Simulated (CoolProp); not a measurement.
Computed with CoolProp (reference Helmholtz-energy equation of state, Lemmon 2006). It is a short technical equation, of lower accuracy than the large ones.

**Question.** For toluene, give the phase and the cp (kJ/(kg K)), speed of sound (m/s), Prandtl number, fugacity coefficient at -19.15 °C and 927 kPa; 4.65 °C and 927 kPa; 28.55 °C and 927 kPa.

**Answer.** 
- -19.15 °C and 927 kPa: liquid; cp 1.57, speed of sound 1500, Prandtl number 11.7, fugacity coefficient 0.000271
- 4.65 °C and 927 kPa: liquid; cp 1.64, speed of sound 1400, Prandtl number 8.72, fugacity coefficient 0.00136
- 28.55 °C and 927 kPa: liquid; cp 1.71, speed of sound 1290, Prandtl number 7.04, fugacity coefficient 0.00509

Viscosity comes from a separate model (Avgeri 2015). Thermal conductivity comes from a separate model (Assael 2012).
